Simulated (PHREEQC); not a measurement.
A column of 0.2 m (30 cells, dispersivity 0.007 m, 3600 s a shift, diffusion coefficient 3e-10 m²/s) holds 0.016 eq of the database's cation exchanger X per kg of pore water, first in equilibrium with 0.36 mmol/kgw MgSO4, 67 mmol/kgw Na2SO4, 3.3 mmol/kgw KBr and 0.01 mmol/kgw HCl. It is flushed with 0.0098 mol/kgw MgSO4 and 1e-05 mol/kgw HCl, at 15 °C. Values are for the last cell. The system is closed to CO2. Precipitation was switched off in this run.

Computed with PHREEQC (ion-association model, phreeqc.dat).

Task: Predict Mg in solution (mol/kgw) at pore volumes = 0, 0.6833.

Result: 
| pore volumes | Mg in solution (mol/kgw) |
|---|---|
| 0 | 0.000360 |
| 0.6833 | 0.000304 |
